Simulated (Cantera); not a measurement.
**Thermodynamics of silicon carbide growth, feed CH3SiCl3 + C2H4 + H2**

A closed system holds: 1 mol CH3SiCl3, 0.024 mol C2H4, 230 mol H2, equilibrated at 777 °C and 9.00 mbar.

These are equilibrium values from Cantera (NASA tables, ideal gas, pure condensed phases), not measurements of a reactor. Candidate condensed phases: C, C6H6, C7H8, C8H18, Si, SiC; 109 gas species. The feed counts by its element totals alone. The numbers say what is thermodynamically allowed, not how fast it happens.

```yaml
x(H2): 0.987
x(HCl): 0.0129
x(CH4): 0.000207
n(SiC(s)): 1.000 mol
gas_amount: 233.0 mol
log10 activity of C(graphite) (absent): -0.38
log10 activity of Si(s) (absent): -2.84
```
